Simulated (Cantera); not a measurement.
Input (Python, Cantera):

```python
import numpy as np
import cantera as ct

gas = ct.Solution("gri30.yaml")
gas.TPX = 1150, 910000, {'CH4': 0.022, 'O2': 0.043, 'N2': 1}
reactor = ct.IdealGasConstPressureReactor(gas, energy="off", clone=False)
net = ct.ReactorNet([reactor])
net.rtol, net.atol = 1e-08, 1e-18
show = ['CH4', 'O2', 'C2H4', 'CH2O', 'NO', 'C2H2']
times = np.geomspace(2e-06, 100, 13)

steps = ct.SolutionArray(gas, extra=["t"])
rows = []
print(f"{'t/s':>10s}{'T/K':>9s}{'P/Pa':>11s}" + "".join(f"{s:>11s}" for s in show))
for t in times:
    while net.time < t:
        t_next = net.step()
        steps.append(gas.state, t=t_next)
    rows.append([np.interp(t, steps.t, y) for y in (steps.T, steps.P, *steps(*show).X.T)])
    print(f"{t:10.3e}{rows[-1][0]:9.1f}{rows[-1][1]:11.4g}" + "".join(f"{x:11.3e}" for x in rows[-1][2:]))
rate = np.gradient(steps.T, steps.t)
print("integrator steps:", len(steps.t))
if steps.T.max() > steps.T[0] + 200:
    print(f"time of steepest temperature rise: {steps.t[rate.argmax()]:.4e} s")
gas.TPX = 1150, 910000, {'CH4': 0.022, 'O2': 0.043, 'N2': 1}
gas.equilibrate("TP")
print(f"equilibrium (TP): T = {gas.T:.1f} K  " + "  ".join(f"{s} {gas[s].X[0]:.3e}" for s in show))
```

Output:

```
       t/s      T/K       P/Pa        CH4         O2       C2H4       CH2O         NO       C2H2
 2.000e-06   1150.0    9.1e+05  2.066e-02  4.038e-02  1.686e-19  3.778e-13  1.362e-23  3.082e-28
 8.762e-06   1150.0    9.1e+05  2.066e-02  4.038e-02  3.333e-17  7.363e-12  1.529e-22  2.895e-25
 3.839e-05   1150.0    9.1e+05  2.066e-02  4.038e-02  3.985e-15  1.449e-10  1.800e-21  1.647e-22
 1.682e-04   1150.0    9.1e+05  2.066e-02  4.038e-02  4.344e-13  3.094e-09  3.114e-20  8.363e-20
 7.368e-04   1150.0    9.1e+05  2.066e-02  4.038e-02  8.144e-11  9.222e-08  8.430e-19  9.729e-17
 3.228e-03   1150.0    9.1e+05  2.065e-02  4.037e-02  1.063e-08  2.494e-06  2.467e-17  1.861e-13
 1.414e-02   1150.0    9.1e+05  2.061e-02  4.035e-02  2.111e-07  2.179e-05  3.158e-16  2.729e-11
 6.196e-02   1150.0    9.1e+05  1.389e-02  3.324e-02  4.259e-04  8.303e-04  6.100e-12  2.571e-06
 2.714e-01   1150.0    9.1e+05  2.797e-09  2.714e-04  3.945e-14  1.150e-10  8.044e-09  9.536e-14
 1.189e+00   1150.0    9.1e+05  4.593e-10  2.614e-07  3.335e-15  5.023e-12  1.201e-08  1.394e-14
 5.210e+00   1150.0    9.1e+05  4.492e-10  6.670e-09  3.476e-15  4.054e-12  8.749e-09  1.301e-14
 2.283e+01   1150.0    9.1e+05  4.486e-10  9.134e-10  3.467e-15  3.908e-12  6.913e-09  1.262e-14
 1.000e+02   1150.0    9.1e+05  4.483e-10  3.584e-11  3.385e-15  3.837e-12  4.626e-09  1.199e-14
integrator steps: 3250
equilibrium (TP): T = 1150.0 K  CH4 2.523e-12  O2 2.377e-15  C2H4 9.919e-22  CH2O 3.750e-12  NO 1.532e-11  C2H2 3.398e-21
```

Computed with Cantera and GRI-Mech 3.0 (53 species, 325 reactions). The temperature is held fixed by assumption; the heat of reaction is taken as removed at once.
